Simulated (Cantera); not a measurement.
A freely propagating, adiabatic, planar premixed flame of 51.2 % H₂, 10.2 % O₂, 38.5 % N₂, equivalence ratio 2.5, unburnt at 400 K and 7.11 atm; mixture-averaged transport, grid criteria slope 0.08 and curve 0.16, no radiation.

Cantera simulation using the H2/O2 subset of GRI-Mech 3.0, which has no nitrogen chemistry; the numbers are that mechanism's predictions, not measurements. The hydrogen kinetics of GRI-Mech 3.0 are dated; newer H2 mechanisms differ, most at raised pressure. Burning velocities carry a grid error of a few per cent, more on coarse grids.

Question: Predict: laminar burning velocity; thermal thickness; peak x(H); peak x(H₂O₂); peak x(OH); peak x(HO₂).

Answer: 
- laminar burning velocity: 351 cm/s
- thermal thickness: 0.0354 mm
- peak x(H): 0.0284
- peak x(H₂O₂): 0.000119
- peak x(OH): 0.00135
- peak x(HO₂): 0.00115
